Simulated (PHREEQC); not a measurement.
1 kg of water holding 0.05 mol/kgw K2CO3, 0.15 mol/kgw KCl and 0.018 mol/kgw K2SO4 is evaporated at 25 °C; the solids stay in contact with the brine. CO2 is held at log p = -3.4 (atm). Only these solids could form: Arcanite, Kalicinite, Misenite, Sylvite.

The numbers come from PHREEQC with the Pitzer model, pitzer.dat.

Question: Predict ionic strength, water activity at water left (kg) = 0.9997, 0.4561, 0.0356, 0.02926, 0.01974.

Answer: 
| water left (kg) | ionic strength | water activity |
|---|---|---|
| 0.9997 | 0.333 | 0.992 |
| 0.4561 | 0.744 | 0.983 |
| 0.0356 | 7.67 | 0.810 |
| 0.02926 | 8.29 | 0.801 |
| 0.01974 | 10.0 | 0.772 |

Complexes and solids missing from the database can't appear.
